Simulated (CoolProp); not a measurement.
Properties of trans-2-butene at several states.

Values from CoolProp's reference Helmholtz-energy equation of state, Lemmon 2005. It is a short technical equation, of lower accuracy than the large ones.

| T (K) | p (bar) | phase | cv (kJ/(kg K)) | expansivity (1/kK) |
|---|---|---|---|---|
| 339.5 | 69.9 | liquid | 1.740 | ? |
| 479.5 | 27.8 | gas | 2.136 | 4.049 |
| 446.7 | 0.45 | gas | ? | 2.264 |
| 263.2 | 1.25 | liquid | ? | ? |
| 388.7 | 215 | liquid | 1.899 | 1.982 |
| 289.3 | 0.459 | gas | ? | 3.655 |

Problem. What belongs in the gaps?

Solution. 
- 339.5, expansivity (1/kK): 2.222
- 446.7, cv (kJ/(kg K)): 1.959
- 263.2, cv (kJ/(kg K)): 1.516
- 263.2, expansivity (1/kK): 1.717
- 289.3, cv (kJ/(kg K)): 1.392
